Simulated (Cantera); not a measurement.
An isothermal, constant-pressure homogeneous reactor starts with C2H4 : H2 = 1 : 55 (molar parts), at 1273 K and 3700 Pa.

Model: GRI-Mech 3.0 (53 species, 325 reactions), integrated in Cantera. GRI-Mech 3.0 was tuned for natural gas; its chemistry of ethylene as a main component is partial and can be far from experiment. GRI-Mech 3.0 stops at C3 and has no aromatics, soot or wall deposition, so with more carbon than oxygen in the feed, carbon stays in small species such as C2H2 where larger ones or solid carbon would form. Radical loss at walls, strong at low pressure, is not modelled.

x: mole fraction; the columns are a selection and need not sum to one.

| t (s) | x C2H4 | x H2 | x C2H2 | x H | x C2H | x C2H6 |
|---|---|---|---|---|---|---|
| 7.00e-5 | 0.0179 | 0.982 | 3.39e-8 | 2.01e-11 | <1e-12 | 1.04e-12 |
| 0.000190 | 0.0179 | 0.982 | 9.18e-8 | 6.11e-11 | <1e-12 | 4.48e-12 |
| 0.000515 | 0.0179 | 0.982 | … | 1.75e-10 | <1e-12 | 1.57e-11 |
| 0.00140 | 0.0179 | 0.982 | 6.75e-7 | 4.83e-10 | <1e-12 | 5.62e-11 |
| 0.00378 | 0.0179 | 0.982 | 1.83e-6 | 1.32e-9 | <1e-12 | 2.39e-10 |
| 0.0103 | 0.0179 | 0.982 | 4.98e-6 | 3.60e-9 | <1e-12 | 1.27e-9 |
| 0.0278 | 0.0178 | 0.982 | 1.36e-5 | 1.00e-8 | <1e-12 | 7.98e-9 |
| 0.0755 | 0.0178 | 0.982 | 3.74e-5 | 3.18e-8 | <1e-12 | 5.79e-8 |
| 0.205 | 0.0177 | 0.982 | 0.000110 | 2.04e-7 | <1e-12 | 6.47e-7 |
| 0.555 | 0.0168 | 0.982 | … | … | 2.64e-12 | … |
| 1.50 | 0.0101 | 0.982 | 0.00750 | 1.18e-5 | 3.20e-11 | 2.11e-5 |
| 4.08 | 0.00364 | 0.982 | 0.0137 | 1.13e-5 | 5.60e-11 | 7.49e-6 |
| 11.1 | 0.00219 | 0.982 | 0.0149 | 1.08e-5 | 5.82e-11 | 4.42e-6 |
| 30.0 | 0.00212 | 0.981 | 0.0146 | 1.04e-5 | 5.50e-11 | 4.27e-6 |

Problem. Complete the blanks.

Solution. 
- 0.000515, x C2H2: 2.49e-7
- 0.555, x C2H2: 0.000978
- 0.555, x H: 7.46e-6
- 0.555, x C2H6: 2.39e-5
